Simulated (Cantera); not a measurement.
An isothermal, constant-pressure homogeneous reactor starts with N₂O : H₂ : N₂ = 1 : 0.0029 : 0.9 (molar parts), at 1500 K and 0.960 bar. Integrator tolerance rtol = 1e-08.

Computed with Cantera and GRI-Mech 3.0 (53 species, 325 reactions). GRI-Mech 3.0 was tuned for natural gas; its chemistry of N2O as a main component is partial and can be far from experiment. The temperature is held fixed by assumption; the heat of reaction is taken as removed at once.

Question: What does this change do: temperature 1500 to 1125 K?

Answer: 
| quantity | before | after |
|---|---|---|
| x(N₂O) at 2.00 s | 2.14e-6 (gas-phase equilibrium 7.36e-8) | 0.391 (gas-phase equilibrium 7.69e-9) |
| x(H₂) at 2.00 s | 5.73e-9 (gas-phase equilibrium 5.14e-9) | 6.50e-10 (gas-phase equilibrium 6.56e-12) |
| x(NO₂) at 2.00 s | 0.000373 (gas-phase equilibrium 6.35e-6) | 0.000146 (gas-phase equilibrium 2.56e-6) |
| x(NO) at 2.00 s | 0.0798 (gas-phase equilibrium 0.00122) | 0.00725 (gas-phase equilibrium 0.000106) |
| x(O) at 2.00 s | 1.71e-6 (gas-phase equilibrium 1.89e-6) | 4.07e-7 (gas-phase equilibrium 2.16e-9) |
| x(O₂) at 2.00 s | 0.167 (gas-phase equilibrium 0.207) | 0.0487 (gas-phase equilibrium 0.208) |
| x(H) at 2.00 s | 1.37e-9 (gas-phase equilibrium 1.30e-9) | 1.35e-10 (gas-phase equilibrium <1e-12) |
The mechanism lacks the step 2 NO + O2 → 2 NO2, which can matter for NO2 below about 1400 K.
